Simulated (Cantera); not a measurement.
# Adiabatic ignition

An adiabatic, constant-volume homogeneous reactor starts with 5.87 % CH4, 2.70 % H2, 20.8 % O2, 70.4 % N2, 0.293 % C2H6, equivalence ratio 0.68, at 975 K and 0.987 atm.

Computed with Cantera and GRI-Mech 3.0 (53 species, 325 reactions). Below about 1000 K GRI-Mech 3.0 lacks low-temperature oxidation paths.

```csv
t (s),T (K),P (bar),x CH4,x H2,x O2,x HCO,x CH2O,x NO,x CO2
3.00e-6,975,1.00,0.0587,0.0270,0.208,<1e-12,<1e-12,<1e-12,<1e-12
7.27e-6,975,1.00,0.0587,0.0270,0.208,<1e-12,<1e-12,<1e-12,<1e-12
1.76e-5,975,1.00,0.0587,0.0270,0.208,<1e-12,<1e-12,<1e-12,<1e-12
4.28e-5,975,1.00,0.0587,0.0270,0.208,<1e-12,<1e-12,<1e-12,<1e-12
0.000104,975,1.00,0.0587,0.0270,0.208,<1e-12,5.93e-12,<1e-12,<1e-12
0.000251,975,1.00,0.0587,0.0270,0.208,<1e-12,3.43e-11,<1e-12,<1e-12
0.000609,975,1.00,0.0587,0.0270,0.208,<1e-12,1.93e-10,<1e-12,<1e-12
0.00148,975,1.00,0.0587,0.0270,0.208,<1e-12,1.02e-9,<1e-12,<1e-12
0.00358,975,1.00,0.0587,0.0270,0.208,<1e-12,5.32e-9,<1e-12,<1e-12
0.00868,975,1.00,0.0587,0.0270,0.208,<1e-12,3.96e-8,<1e-12,<1e-12
0.0211,975,1.00,0.0586,0.0270,0.208,2.52e-12,8.42e-6,<1e-12,1.10e-9
0.0510,2608,2.68,<1e-12,0.00348,0.0608,4.15e-9,3.30e-11,0.0140,0.0556
0.124,2608,2.68,<1e-12,0.00348,0.0608,4.15e-9,3.30e-11,0.0140,0.0556
0.300,2608,2.68,<1e-12,0.00348,0.0608,4.15e-9,3.30e-11,0.0140,0.0556
```
x: mole fraction; the columns are a selection and need not sum to one.

```yaml
time_of_steepest_temperature_rise: 34.8 ms
temperature at 0.300 s: 2608 K
equilibrium_temperature: 2608 K
x(CH4) at 0.300 s: <1e-12 (gas-phase equilibrium <1e-12)
x(H2) at 0.300 s: 0.00348 (gas-phase equilibrium 0.00348)
x(O2) at 0.300 s: 0.0608 (gas-phase equilibrium 0.0608)
```
